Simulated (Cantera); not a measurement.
A diamond (100) surface in a fixed gas of H2 with x(CH4) = 0.03, x(CH3) = 0.0013, at 925 K, 8.25 Torr; coverages are run to steady state.

Cantera simulation using the Harris–Goodwin 1993 mechanism for the reconstructed diamond (100) surface; the numbers are that mechanism's predictions, not measurements.

One state of this run: growth (µm/h) = 3.15; θ c6HH = 0.450; θ c6H* = 0.00813; θ c6*H = 0.209; θ c6** = 0.00315; θ c6HM = 0.259. θ: site fractions in the mechanism's names (c6HH fully hydrogenated, c6H* and c6*H radical sites, c6** diradical, c6HM methylated).

**Question.** Which value of x(H) does it belong to?
A. 0.053
B. 0.0001
C. 0.0011
D. 0.0023

**Answer.** D, 0.0023
